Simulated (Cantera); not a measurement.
A closed system holds: 1 mol SiH4, 0.15 mol H2O, 0.089 mol O2, equilibrated at 1125 °C and 13.0 Pa.

Cantera equilibrium calculation (NASA polynomials, part measured and part estimated; ideal gas, pure solids and liquids). Candidate condensed phases: H2O, Si, SiO2; 18 gas species. Rates play no part.

Base state: H2 0.867, SiO 0.132, H 0.000387 (mole fractions); condensed: Si(s).

**Question.** What changes in the equilibrium state with this change: pressure from 13.0 Pa to 72.0 Pa?

**Answer.** 
```
species                before     after
-------------------  --------  --------
H2                      0.867     0.902
SiO                     0.132    0.0980
H                    0.000387  0.000168
Si(s), mol              0.672     0.719
SiO2(β-quartz), mol         0    0.0472
```
Mutual solubility and eutectic melting of coexisting phases are not modelled. The tables hold silica as quartz up to 1696 K and as liquid above; real silica turns to tridymite and cristobalite and melts near 1996 K.
